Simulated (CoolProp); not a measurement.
Vapour-liquid equilibrium of CHF3 (R23) (1) + R22 (2) at -32.25 °C; x and y are mole fractions of (1).

Model: multi-fluid Helmholtz-energy mixture model, Penoncello 2003 and Kamei 1995; pair parameters Bell 2016, in CoolProp.

```csv
x,"bubble pressure, mixture model (bar)","bubble pressure, Raoult's law (bar)","y, mixture model","y, Raoult's law"
0.05,1.960,1.881,0.266,0.248
0.15,(withheld),2.664,0.536,0.525
0.25,3.736,3.448,0.674,0.676
0.35,4.551,4.232,0.758,0.771
0.45,5.319,5.016,(withheld),0.837
0.55,6.049,5.799,0.860,0.884
0.65,6.757,6.583,0.895,0.921
0.75,(withheld),7.367,0.926,0.949
0.85,8.175,8.151,0.956,0.973
0.95,8.928,8.934,0.985,0.992
```

Problem. Some entries are withheld; supply them.

Solution. 
- 0.15, bubble pressure, mixture model (bar): 2.872
- 0.45, y, mixture model: 0.816
- 0.75, bubble pressure, mixture model (bar): 7.458

The largest gap from Raoult's law is +8.4 % in bubble pressure, at x = 0.25. No azeotrope shows between x = 0.05 and 0.95.

The pair parameters rest on a limited set of measurements; away from them the model extrapolates.
